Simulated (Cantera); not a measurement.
Standard-state values (1 bar) from the NASA 1993 polynomials, evaluated with Cantera. Values are per mole of reaction as written; species without (g) are pure solids or liquids, kept so even where they would boil at 1 bar.

a) 1.2 Ti + O2(g) ⇌ 0.4 Ti3O5
b) 2 C + O2(g) ⇌ 2 CO(g)
c) 0.8 V + O2(g) ⇌ 0.4 V2O5
d) Ta + O2(g) ⇌ TaO2(g)
e) 0.8 Ta + O2(g) ⇌ 0.4 Ta2O5
f) 4 Al + O2(g) ⇌ 2 Al2O(g)

**Question.** Order these by ΔG° at 1550 K, most negative first.

**Answer.** a (-712 kJ), e (-552 kJ), f (-513 kJ), b (-496 kJ), c (-379 kJ), d (-243 kJ)
